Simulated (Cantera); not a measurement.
## Ignition delay

Mixture: 2.24 % C₃H₈, 15.8 % O₂, 82.0 % N₂, at 1.00 bar, adiabatic and at constant volume. Ignition delay is the time to a rise of 400 K.

Model: GRI-Mech 3.0 (53 species, 325 reactions), integrated in Cantera. GRI-Mech 3.0 was tuned for natural gas; its chemistry of propane as a main component is partial and can be far from experiment.

| T0 (K) | delay (ms) |
|---|---|
| 1300 | 1.07 |
| 1350 | 0.487 |
| 1400 | 0.246 |
| 1450 | 0.136 |
| 1500 | 0.0818 |
| 1550 | 0.0529 |
| 1600 | 0.0365 |
| 1650 | 0.0265 |

```json
{
  "apparent activation energy between 1550 and 1650 K": "150 kJ/mol"
}
```
